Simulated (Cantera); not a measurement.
A perfectly stirred reactor is fed with 13.3 % CO, 0.453 % H2, 7.33 % CH4, 16.5 % O2, 62.4 % N2, at 790000 Pa; it is adiabatic with a 748 K inlet, and is followed from long to short residence time, starting on the burning branch (τ in s: 0.025, 0.0092, 0.0035, 0.0013, 0.00049, 0.00018, 6.9e-05, 2.6e-05, 9.7e-06, 3.6e-06).

Model: GRI-Mech 3.0 (53 species, 325 reactions), integrated in Cantera.

x: mole fraction; the columns are a selection and need not sum to one.

```tsv
τ (s)	T (K)	x CO	x H2	x CH4	x C2H6	x HCN	x H	x OH
0.025	2507	0.0885	0.0159	2.28e-6	2.49e-12	6.09e-7	0.00127	0.00225
0.0092	2503	0.0887	0.0160	5.43e-6	1.44e-11	1.34e-6	0.00138	0.00244
0.0035	2496	0.0891	0.0161	1.14e-5	6.50e-11	2.49e-6	0.00162	0.00281
0.0013	2481	0.0899	0.0163	2.22e-5	2.46e-10	4.01e-6	0.00206	0.00345
0.00049	2456	0.0914	0.0166	4.11e-5	7.92e-10	5.51e-6	0.00279	0.00438
0.00018	2415	0.0941	0.0173	7.80e-5	[?]	6.72e-6	0.00393	0.00557
6.9e-5	2356	0.0980	0.0181	0.000152	[?]	7.40e-6	0.00548	0.00674
2.6e-5	2272	0.104	0.0191	0.000334	[?]	7.91e-6	0.00737	0.00758
9.7e-6	2151	0.116	0.0198	0.000955	[?]	9.05e-6	0.00828	0.00711
3.6e-6	748	0.133	0.00453	0.0733	<1e-12	<1e-12	<1e-12	<1e-12
```

Q: What belongs in the gaps?

A: 
- 0.00018, x C2H6: 2.53e-9
- 6.9e-5, x C2H6: 8.27e-9
- 2.6e-5, x C2H6: 3.45e-8
- 9.7e-6, x C2H6: 2.78e-7
